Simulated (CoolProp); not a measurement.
Model: reference Helmholtz-energy equation of state, Penoncello 2003, in CoolProp.

Question: For CHF3 (R23), give the phase and the cp (kJ/(kg K)), isothermal compressibility (1/MPa), conductivity (mW/(m K)) at 194 K and 220 bar; 227.9 K and 220 bar.

Answer: 
- 194 K and 220 bar: liquid; cp 1.19, isothermal compressibility 0.00132, conductivity 143
- 227.9 K and 220 bar: liquid; cp 1.23, isothermal compressibility 0.00207, conductivity 120

Thermal conductivity comes from a separate model (Shan 2000).
